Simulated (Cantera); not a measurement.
Input: 1 mol C₃H₈, a varied amount of O₂, at 825 K and 133 Pa.

Cantera equilibrium calculation (NASA polynomials, part measured and part estimated; ideal gas, pure solids and liquids). Candidate condensed phases: C, C₆H₆, C₇H₈, C₈H₁₈, H₂O; 110 gas species. Kinetics and transport are ignored.

x: gas mole fraction; n: condensed amount in mol.

```
n(O₂) (mol)   x H₂    x CO     x H₂O     x CH₄  x CO₂  n C(graphite)
-----------  -----  ------  --------  --------  -----  -------------
0.031        0.984  0.0150  0.000248   0.00117    [?]           2.93
0.04         0.979  0.0193  0.000318   0.00116    [?]           2.92
0.052        0.974  0.0249  0.000408   0.00114    [?]           2.89
0.066        0.967  0.0314  0.000510   0.00113    [?]           2.87
0.085        0.958  0.0400  0.000645   0.00111    [?]           2.83
0.11         0.947  0.0511  0.000814   0.00108    [?]           2.78
0.14         0.934  0.0641   0.00101   0.00105    [?]           2.72
0.18         0.917  0.0808   0.00125   0.00101    [?]           2.64
0.23         0.896   0.101   0.00152  0.000969    [?]           2.55
```

Problem. What belongs in the gaps?

Solution. 
- 0.031, x CO₂: 1.35e-5
- 0.04, x CO₂: 2.23e-5
- 0.052, x CO₂: 3.72e-5
- 0.066, x CO₂: 5.91e-5
- 0.085, x CO₂: 9.61e-5
- 0.11, x CO₂: 0.000157
- 0.14, x CO₂: 0.000247
- 0.18, x CO₂: 0.000392
- 0.23, x CO₂: 0.000609
